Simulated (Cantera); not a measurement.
A closed system holds: 1 mol MgCO3, 0.12 mol H2S, 1.2 mol H2O, held at 0.133 bar.

Equilibrium computed with Cantera from the NASA thermochemical tables; the gas is ideal and each condensed phase is pure. Candidate condensed phases: C, C6H6, C7H8, C8H18, H2O, H2SO4, Mg, MgCO3, MgO, Mg(OH)2, MgS, MgSO4, S; 130 gas species. Gases not in the tables: S3 to S7. Rates play no part. All values below are at 777 °C.

Base state: H2O 0.514, CO2 0.415, H2S 0.0342, H2 0.0152, CO 0.0104, S2 0.00577, SO2 0.00464, COS 0.000740 (mole fractions); condensed: MgO(s).

**Question.** What changes in the equilibrium state with this change: H2S from 0.12 to 0.09 mol?

**Answer.** 
| species | before | after |
|---|---|---|
| H2O | 0.514 | 0.519 |
| CO2 | 0.415 | 0.423 |
| H2S | 0.0342 | 0.0254 |
| H2 | 0.0152 | 0.0136 |
| CO | 0.0104 | 0.00937 |
| S2 | 0.00577 | 0.00399 |
| COS | 0.000740 | 0.000554 |
| S2O | 4.91e-5 | 3.84e-5 |
| SH | 1.18e-5 | 9.24e-6 |
| MgO(s), mol | 1.00 | 1.00 |
